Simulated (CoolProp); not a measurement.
R125 at 354.79 K and 0.658 MPa flows at 0.31 m/s in a round tube of 20 mm bore and 45 µm roughness, fully developed (64/Re and Nu = 3.66 if laminar; Colebrook and Gnielinski if turbulent). Each further row changes one setting.

Model: reference Helmholtz-energy equation of state, Lemmon 2005, in CoolProp.

```csv
case,Reynolds number,Darcy friction factor,pressure drop (Pa/m),heat-transfer coefficient (W/(m² K)),mass flow (kg/h)
as stated,11400,0.0333,2.27,35.2,9.93
velocity 0.62 m/s,22700,0.0297,8.08,65.2,19.9
diameter 40 mm,22700,0.0275,0.937,30.1,39.7
```

Viscosity comes from a separate model (Huber 2006). Thermal conductivity comes from a separate model (Perkins 2006).
